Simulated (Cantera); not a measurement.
Charge: 1 mol Si₃N₄, 1.7 mol NF₃, 43 mol N₂, equilibrated at 72.8 Torr.

Method: chemical equilibrium by Gibbs-energy minimisation in Cantera with the NASA 1993 tables (ideal gas, pure condensed phases). Candidate condensed phases: Si, Si₃N₄; 16 gas species. The tables' values for SiF₃, SiF₂ are old estimates; treat these amounts as uncertain. Rates play no part. All values below are at 1423 K.

Base state: N₂ 0.972, SiF₄ 0.0267, SiF₃ 0.00132, SiF₂ 4.25e-5 (mole fractions); condensed: Si₃N₄(s).

What changes in the equilibrium state with this change: NF₃ from 1.7 to 15 mol?


```
species         before    after
-------------  -------  -------
N₂               0.972    0.595
F                <1e-9    0.367
SiF₄            0.0267   0.0340
F₂               <1e-9  0.00363
SiF₃           0.00132    <1e-9
SiF₂           4.25e-5    <1e-9
Si₃N₄(s), mol    0.570        0
```
